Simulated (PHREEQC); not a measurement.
Acid rinse or clean: an equilibrium model

Consider water at 25 °C with 0.027 mol/kgw HCl and 0.086 mol/kgw ZnSO4. Closed to the air; pH follows from the charge balance.

Equilibrium calculation in PHREEQC: ion-association model, wateq4f.dat.

Each row changes one thing in this solution. This is a speciation only: nothing precipitates in the calculation.

```tsv
case	pH	ionic strength (mol/kgw)	Cl- (mol/kgw)
as made	1.95	0.194	0.0259
ZnSO4 from 0.086 to 0.0946 mol/kgw	1.96	0.209	0.0258
ZnSO4 left out	1.62	0.0270	0.0270
HCl from 0.027 to 0.0297 mol/kgw	1.90	0.197	0.0285
diluted 10-fold with water	2.74	0.0259	0.00267
temperature from 25 to 60 °C	2.13	0.183	0.0233
ZnSO4 from 0.086 to 0.172 mol/kgw	2.04	0.344	0.0253
HCl from 0.027 to 0.0405 mol/kgw	1.75	0.207	0.0388
```

Complexes and solids missing from the database can't appear. Away from 25 °C the constants follow the database's enthalpies or fits; those with neither stay at their 25 °C values.
